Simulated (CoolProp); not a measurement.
Vapour-liquid equilibrium of 1-butene (1) + acetone (2) at 41.7 kPa; x and y are mole fractions of (1).

The numbers come from the multi-fluid Helmholtz-energy mixture model, Lemmon 2005 and Lemmon 2006; pair parameters Bell 2016 in CoolProp.

| x | bubble temperature, mixture model (°C) | bubble temperature, Raoult's law (°C) | y, mixture model | y, Raoult's law |
|---|---|---|---|---|
| 0.05 | 10.4 | 23.6 | 0.635 | 0.341 |
| 0.15 | -9.9 | 10.6 | 0.884 | 0.675 |
| 0.25 | -17.6 | 1.6 | 0.932 | 0.818 |
| 0.35 | -20.9 | -5.1 | 0.948 | 0.890 |
| 0.45 | -22.4 | -10.4 | 0.954 | 0.931 |
| 0.55 | -23.1 | -14.6 | 0.958 | 0.956 |
| 0.65 | -23.6 | -18.1 | 0.961 | 0.972 |
| 0.75 | -24.2 | -21.1 | 0.965 | 0.984 |
| 0.85 | -25.1 | -23.7 | 0.972 | 0.992 |
| 0.95 | -26.3 | -26.0 | 0.988 | 0.998 |

The largest gap from Raoult's law is -20.5 K in bubble temperature, at x = 0.15. No azeotrope shows between x = 0.05 and 0.95.

Pair parameters are fitted to limited data, so mixtures are less certain than the pure fluids. With so large a gap from Raoult's law the liquid may split in two, which this calculation doesn't test in full.
